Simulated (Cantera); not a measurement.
Charge: 1 mol CsF, 0.073 mol HCl, 0.12 mol N2, held at 0.00170 bar.

Equilibrium computed with Cantera from the NASA thermochemical tables; the gas is ideal and each condensed phase is pure. Candidate condensed phases: Cs, CsCl, CsF, NH4Cl; 32 gas species. Kinetics and transport are ignored. All values below are at 1325 K.

Base state: CsF 0.775, N2 0.101, HF 0.0613, CsCl 0.0612, Cs2F2 0.00191, Cs2Cl2 2.72e-5, HCl 1.48e-5 (mole fractions); condensed: gas only.

Question: What changes in the equilibrium state with this change: N2 from 0.12 to 150 mol?

Answer: 
| species | before | after |
|---|---|---|
| N2 | 0.101 | 0.993 |
| CsF | 0.775 | 0.00614 |
| HF | 0.0613 | 0.000483 |
| CsCl | 0.0612 | 0.000483 |
| Cs2Cl2 | 2.72e-5 | 1.69e-9 |
| Cs2F2 | 0.00191 | 1.20e-7 |
| HCl | 1.48e-5 | 1.16e-7 |
